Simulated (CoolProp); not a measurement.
Vapour-liquid equilibrium of methanol (1) + m-xylene (2) at 1.31 bar; x and y are mole fractions of (1).

Computed with CoolProp (multi-fluid Helmholtz-energy mixture model, de Reuck 1993 and Zhou 2012; pair parameters Bell 2016).

```csv
x,bubble temperature (K),y at the bubble point,dew temperature at overall composition x (K),liquid density (mol/L)
0.05,378.0,0.720,419.9,7.678
0.2,351.0,0.898,413.1,8.853
0.35,348.0,0.912,405.4,10.07
0.5,347.8,0.912,396.3,11.61
0.65,347.6,0.914,384.7,13.71
0.8,346.5,0.928,368.3,16.69
0.95,344.9,0.973,345.6,21.15
```

No azeotrope shows between x = 0.05 and 0.95.

Pair parameters are fitted to limited data, so mixtures are less certain than the pure fluids. With so large a gap from Raoult's law the liquid may split in two, which this calculation doesn't test in full.
